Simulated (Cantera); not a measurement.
Source: NASA polynomial tables (part measured, part estimated), evaluated in Cantera. Values are per mole of reaction as written; species without (g) are pure solids or liquids, kept so even where they would boil at 1 bar.

2 N(g) + 3 CuF2 ⇌ 3 Cu + 2 NF3(g)

| T (K) | ΔH° (kJ) | ΔS° (J/K) | ΔG° (kJ) | log10 K |
|---|---|---|---|---|
| 1575 | (withheld) | (withheld) | (withheld) | (withheld) |
| 1650 | 186.8 | -152.1 | 437.7 | -13.86 |
| 1725 | 181.2 | -155.4 | 449.2 | -13.60 |
| 1800 | (withheld) | (withheld) | (withheld) | (withheld) |
| 1875 | 170.1 | -161.5 | 473.0 | -13.18 |
| 1950 | 164.7 | -164.4 | 485.2 | -13.00 |
| 2025 | (withheld) | (withheld) | (withheld) | (withheld) |
| 2100 | (withheld) | (withheld) | (withheld) | (withheld) |
| 2175 | 148.5 | -172.2 | 523.1 | -12.56 |
| 2250 | 143.2 | -174.6 | 536.1 | -12.45 |

Some entries are withheld; supply them.


- 1575, ΔH° (kJ): 192.4
- 1575, ΔS° (J/K): -148.6
- 1575, ΔG° (kJ): 426.4
- 1575, log10 K: -14.14
- 1800, ΔH° (kJ): 175.6
- 1800, ΔS° (J/K): -158.6
- 1800, ΔG° (kJ): 461.0
- 1800, log10 K: -13.38
- 2025, ΔH° (kJ): 159.2
- 2025, ΔS° (J/K): -167.1
- 2025, ΔG° (kJ): 497.7
- 2025, log10 K: -12.84
- 2100, ΔH° (kJ): 153.9
- 2100, ΔS° (J/K): -169.7
- 2100, ΔG° (kJ): 510.3
- 2100, log10 K: -12.69
